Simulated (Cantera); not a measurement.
## Diamond growth

A diamond (100) surface in a fixed gas of H2 with x(CH4) = 0.0073, x(H) = 0.00084, x(CH3) = 5.3e-05, 7700 Pa; coverages are run to steady state.

Cantera simulation using the Harris–Goodwin 1993 mechanism for the reconstructed diamond (100) surface; the numbers are that mechanism's predictions, not measurements.

```
T (K)  growth (µm/h)  θ c6HH  θ c6H*  θ c6*H   θ c6**    θ c6HM
-----  -------------  ------  ------  ------  -------  --------
925             1.35   0.633  0.0115   0.296  0.00486    0.0432
975             1.65   0.596  0.0153   0.338  0.00713    0.0329
1025            1.77   0.562  0.0197   0.376  0.00991    0.0226
1075            1.50   0.532  0.0245   0.411   0.0131    0.0127
1125            1.02   0.504  0.0295   0.441   0.0165   0.00559
1175           0.641   0.479  0.0344   0.463   0.0198   0.00209
1225           0.459   0.457  0.0392   0.479   0.0228  0.000738
1275           0.393   0.441  0.0439   0.489   0.0254  0.000261
1325           0.356   0.429  0.0482   0.494   0.0274   9.35e-5
1375           0.285   0.423  0.0522   0.496   0.0288   3.40e-5
```
θ: site fractions in the mechanism's names (c6HH fully hydrogenated, c6H* and c6*H radical sites, c6** diradical, c6HM methylated).
